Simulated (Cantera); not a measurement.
Feed: 1 mol TiO2, 0.62 mol H2, 1.9 mol N2, at 7.50 Torr.

Method: chemical equilibrium by Gibbs-energy minimisation in Cantera with the NASA 1993 tables (ideal gas, pure condensed phases). Candidate condensed phases: H2O, Ti, TiN, TiO, TiO2, Ti2O3, Ti3O5, Ti4O7; 27 gas species. Mutual solubility and eutectic melting of coexisting phases are not modelled. Condensed phases not in the tables: Magnéli phases beyond Ti4O7. Equilibrium is a limit: real reactors are often held back by kinetics, nucleation or transport.

**Question.** At 1825 K, list the 5 most abundant gas species with their mole fractions, and the condensed phases.

**Answer.** N2 0.753, H2 0.219, H2O 0.0258, H 0.00206, OH 1.70e-5. Condensed: TiO2(rutile) + Ti4O7(s).
